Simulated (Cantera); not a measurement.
Input: 1 mol CaO, 26 mol Cl₂, 0.26 mol O₂, at 1648.15 K and 30.0 mbar.

Method: chemical equilibrium by Gibbs-energy minimisation in Cantera with the NASA 1993 tables (ideal gas, pure condensed phases). Candidate condensed phases: Ca, CaCl₂, CaO; 11 gas species. Equilibrium is a limit: real reactors are often held back by kinetics, nucleation or transport.

Q: What is the equilibrium state?

A: 
| Item | Value |
|---|---|
| x(Cl) | 0.538 |
| x(Cl₂) | 0.413 |
| x(CaCl₂) | 0.0273 |
| x(O₂) | 0.0206 |
| x(ClO) | 0.000277 |
| x(O) | 2.10e-5 |
| gas amount | 36.62 mol |
| log10 activity of CaCl₂(l) (absent) | -1.10 |
| log10 activity of Ca(l) (absent) | -17.03 |
